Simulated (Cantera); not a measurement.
Feed: 1 mol SiH2Cl2, 300 mol H2, at 0.0133 bar.

Equilibrium computed with Cantera from the NASA thermochemical tables; the gas is ideal and each condensed phase is pure. Candidate condensed phases: Si; 19 gas species. Kinetics and transport are ignored. All values below are at 1298 K.

Base state: H2 0.993, HCl 0.00640, SiCl2 0.000110 (mole fractions); condensed: Si(s).

Question: What changes in the equilibrium state with this change: H2 from 300 to 15 mol?

Answer: 
| species | before | after |
|---|---|---|
| H2 | 0.993 | 0.906 |
| HCl | 0.00640 | 0.0745 |
| SiCl2 | 0.000110 | 0.0163 |
| SiCl4 | 4.59e-8 | 0.00102 |
| SiCl3 | 9.18e-7 | 0.00166 |
| SiHCl3 | 3.22e-7 | 0.000557 |
| SiH2Cl2 | 3.18e-7 | 4.31e-5 |
| Si(s), mol | 0.966 | 0.668 |
The tables' values for SiCl3 are old estimates; treat these amounts as uncertain.
